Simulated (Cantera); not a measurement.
A perfectly stirred reactor is fed with CH4 : C2H6 : C3H8 : O2 : N2 = 1 : 0.053 : 0.27 : 6.55 : 24.6 (molar parts), equivalence ratio 0.54, at 290000 Pa; it is adiabatic with a 675 K inlet, and is followed from long to short residence time, starting on the burning branch (τ in s: 0.13, 0.035, 0.0095, 0.0026, 0.00071, 0.00019, 5.3e-05, 1.5e-05, 4e-06).

Detailed kinetics in Cantera: GRI-Mech 3.0 (53 species, 325 reactions). GRI-Mech 3.0 was tuned for natural gas; its chemistry of propane as a main component is partial and can be far from experiment.

What does this change do: inlet temperature 675 to 425 K?


```
quantity                                                                       before                                 after
------------------------------------------------  -----------------------------------  ------------------------------------
blow-out, bracketed by the residence times tried  burning at 0.190 ms, out at 53.0 µs  burning at 0.710 ms, out at 0.190 ms
x(CH4) at τ = 0.130 s                                                         2.28e-6                               5.53e-6
x(C2H6) at τ = 0.130 s                                                        2.31e-8                               6.95e-8
x(C3H8) at τ = 0.130 s                                                        1.07e-7                               3.51e-7
x(C2H4) at τ = 0.130 s                                                        6.00e-7                               1.58e-6
x(CO2) at τ = 0.130 s                                                          0.0583                                0.0583
x(CH4) at τ = 0.710 ms                                                        8.25e-5                              0.000208
x(C2H6) at τ = 0.710 ms                                                       1.13e-6                               2.91e-6
x(C3H8) at τ = 0.710 ms                                                       5.68e-6                               1.47e-5
x(C2H4) at τ = 0.710 ms                                                       1.75e-5                               4.17e-5
x(CO2) at τ = 0.710 ms                                                         0.0540                                0.0517
```
